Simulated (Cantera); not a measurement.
Input: 1 mol Si, 2.9 mol HCl, at 523.15 K and 1000 Pa.

Equilibrium computed with Cantera from the NASA thermochemical tables; the gas is ideal and each condensed phase is pure. Candidate condensed phases: Si; 19 gas species. Equilibrium is a limit: real reactors are often held back by kinetics, nucleation or transport.

Base state: H₂ 0.652, SiCl₄ 0.305, SiHCl₃ 0.0428, SiH₂Cl₂ 0.000228, HCl 1.58e-5 (mole fractions); condensed: Si(s).

**Question.** What changes in the equilibrium state with this change: HCl from 2.9 to 8 mol?

**Answer.** 
| species | before | after |
|---|---|---|
| HCl | 1.58e-5 | 0.571 |
| H₂ | 0.652 | 0.286 |
| SiCl₄ | 0.305 | 0.143 |
| SiHCl₃ | 0.0428 | 2.43e-7 |
| SiH₂Cl₂ | 0.000228 | <1e-9 |
| Si(s), mol | 0.252 | 0 |
